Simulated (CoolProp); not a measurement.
Methane at 464.07 K and 8.18 MPa flows at 0.74 m/s in a round tube of 6 mm bore and 45 µm roughness, fully developed (64/Re and Nu = 3.66 if laminar; Colebrook and Gnielinski if turbulent). Each further row changes one setting.

Computed with CoolProp (reference Helmholtz-energy equation of state, Setzmann 1991).

| case | Reynolds number | Darcy friction factor | pressure drop (Pa/m) | heat-transfer coefficient (W/(m² K)) | mass flow (kg/h) |
|---|---|---|---|---|---|
| as stated | 8880 | … | … | … | 2.57 |
| velocity 1.48 m/s | 17800 | 0.0381 | 238 | 775 | … |
| diameter 12 mm | 17800 | 0.0331 | … | 333 | … |

**Question.** Complete the blanks.

**Answer.** 
- as stated, Darcy friction factor: 0.0411
- as stated, pressure drop (Pa/m): 64.1
- as stated, heat-transfer coefficient (W/(m² K)): 396
- velocity 1.48 m/s, mass flow (kg/h): 5.14
- diameter 12 mm, pressure drop (Pa/m): 25.8
- diameter 12 mm, mass flow (kg/h): 10.3

Viscosity comes from a separate model (Quiñones-Cisneros 2006). Thermal conductivity comes from a separate model (Friend 1989).
